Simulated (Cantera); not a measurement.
Input (Python, Cantera) and output of one run.

```python
import numpy as np
import cantera as ct

gas_names = """
    O2
""".split()
cond_names = """
    Nb(cr) Nb(L) NbO2(I) NbO2(II) NbO2(III) NbO2(L) Ti(a) Ti(b) Ti(L) Ti3O5(a) Ti3O5(b) Ti3O5(L) V(cr)
    V(L) V2O5(s) V2O5(L)
""".split()


def load(file, names, dense=False):
    # The tables refer to 1 bar. Condensed volumes are neglected.
    table = {s.name: s for s in ct.Species.list_from_file(file)}
    out = []
    for n in names:
        d = dict(table[n].input_data)
        d["thermo"] = dict(d["thermo"], **{"reference-pressure": 1e5})
        if dense:
            d["equation-of-state"] = {"model": "constant-volume", "density": "1e6 g/cm^3"}
        out.append(ct.Species.from_dict(d))
    return out


species = {s.name: s for s in load("nasa_gas.yaml", gas_names) + load("nasa_condensed.yaml", cond_names)}
# Each term lists the table entries of one substance; the one whose range holds T is used.
reactions = {
    'Nb + O2(g) = NbO2':
        [(-1, ['Nb(cr)', 'Nb(L)']), (-1, ['O2']), (1, ['NbO2(I)', 'NbO2(II)', 'NbO2(III)', 'NbO2(L)'])],
    '1.2 Ti + O2(g) = 0.4 Ti3O5':
        [(-1.2, ['Ti(a)', 'Ti(b)', 'Ti(L)']), (-1, ['O2']), (0.4, ['Ti3O5(a)', 'Ti3O5(b)', 'Ti3O5(L)'])],
    '0.8 V + O2(g) = 0.4 V2O5':
        [(-0.8, ['V(cr)', 'V(L)']), (-1, ['O2']), (0.4, ['V2O5(s)', 'V2O5(L)'])],
}


def pick(names, T):
    return next(species[n] for n in names if species[n].thermo.min_temp <= T <= species[n].thermo.max_temp)


results = []
for label, terms in reactions.items():
    print(label)
    print("     T/K   dH/kJ  dS/(J/K)   dG/kJ   log10 K")
    for T in [300, 1600, 1675, 1750, 1825, 1900, 1975, 2050, 2125, 2200, 2275, 2350]:
        used = [(nu, pick(names, T)) for nu, names in terms]
        dH = sum(nu * s.thermo.h(T) for nu, s in used) / 1e6
        dS = sum(nu * s.thermo.s(T) for nu, s in used) / 1e3
        dG = dH - T * dS / 1e3
        logK = -dG * 1e6 / (ct.gas_constant * T * np.log(10))
        results.append((label, T, dH, dS, dG, logK, [s.name for _, s in used]))
        print(f"{T:8g} {dH:8.1f} {dS:8.1f} {dG:8.1f} {logK:8.2f}")
```

Result:

```
Nb + O2(g) = NbO2
     T/K   dH/kJ  dS/(J/K)   dG/kJ   log10 K
     300   -794.9   -187.1   -738.8   128.64
    1600   -768.8   -158.5   -515.2    16.82
    1675   -767.7   -157.8   -503.3    15.70
    1750   -766.6   -157.2   -491.5    14.67
    1825   -765.6   -156.6   -479.7    13.73
    1900   -764.6   -156.1   -468.0    12.87
    1975   -763.6   -155.6   -456.3    12.07
    2050   -762.8   -155.2   -444.7    11.33
    2125   -761.9   -154.8   -433.1    10.64
    2200   -668.9   -112.0   -422.5    10.03
    2275   -667.3   -111.3   -414.2     9.51
    2350   -665.9   -110.7   -405.8     9.02
1.2 Ti + O2(g) = 0.4 Ti3O5
     T/K   dH/kJ  dS/(J/K)   dG/kJ   log10 K
     300   -983.7   -190.3   -926.6   161.33
    1600   -967.6   -164.7   -704.1    22.98
    1675   -966.3   -163.9   -691.7    21.57
    1750   -965.0   -163.2   -679.5    20.28
    1825   -963.8   -162.5   -667.3    19.10
    1900   -962.5   -161.8   -655.1    18.01
    1975   -979.0   -170.3   -642.7    17.00
    2050   -978.3   -169.9   -630.0    16.05
    2125   -908.7   -136.0   -619.7    15.23
    2200   -907.7   -135.5   -609.6    14.47
    2275   -906.8   -135.1   -599.4    13.76
    2350   -905.9   -134.7   -589.3    13.10
0.8 V + O2(g) = 0.4 V2O5
     T/K   dH/kJ  dS/(J/K)   dG/kJ   log10 K
     300   -620.2   -176.0   -567.4    98.80
    1600   -577.1   -128.0   -372.3    12.15
    1675   -576.3   -127.5   -362.7    11.31
    1750   -575.6   -127.1   -353.2    10.54
    1825   -575.0   -126.8   -343.6     9.84
    1900   -574.4   -126.4   -334.1     9.19
    1975   -573.9   -126.2   -324.7     8.59
    2050   -573.5   -126.0   -315.2     8.03
    2125   -573.2   -125.8   -305.8     7.52
    2200   -591.2   -134.1   -296.3     7.03
    2275   -591.1   -134.0   -286.2     6.57
    2350   -591.1   -134.0   -276.1     6.14
```

Standard-state values (1 bar) from the NASA 1993 polynomials, evaluated with Cantera. Condensed species are held in their standard states even where they would react or evaporate.
